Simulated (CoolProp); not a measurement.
Properties of cyclohexane along the isobar 2 MPa (Tc = 553.6 K, pc = 4.081 MPa, ω = 0.209).

Computed with CoolProp (reference Helmholtz-energy equation of state, Zhou 2014).

```tsv
T (K)	phase	Joule-Thomson coefficient (K/MPa)	isothermal compressibility (1/MPa)
301.6	liquid	-0.4389	0.001134
318.3	liquid	-0.4061	0.001305
334.9	liquid	-0.3728	0.001510
351.6	liquid	-0.3380	0.001762
368.2	liquid	-0.3011	0.002070
384.9	liquid	-0.2604	0.002459
401.5	liquid	-0.2143	0.002954
418.2	liquid	-0.1594	0.003612
434.8	liquid	-0.09184	0.004510
451.5	liquid	-0.002732	0.005822
```
